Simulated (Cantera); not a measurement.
**Ignition delay**

Mixture: 21.8 % CO, 11.8 % H2, 14.0 % O2, 52.5 % N2, equivalence ratio 1.2, at 1800 Torr, adiabatic and at constant volume. Ignition delay is the time to a rise of 400 K.

Model: GRI-Mech 3.0 (53 species, 325 reactions), integrated in Cantera. The hydrogen kinetics of GRI-Mech 3.0 are dated; newer H2 mechanisms differ, most at raised pressure. Below about 950 K walls govern HO2 and H2O2 in real vessels.

| T0 (K) | delay (ms) |
|---|---|
| 850 | 292 |
| 925 | 20.7 |
| 1000 | 1.18 |
| 1075 | 0.107 |
| 1150 | 0.0405 |
| 1225 | 0.0237 |
| 1300 | 0.0162 |
| 1375 | 0.0122 |

- apparent activation energy between 1225 and 1375 K = 62 kJ/mol
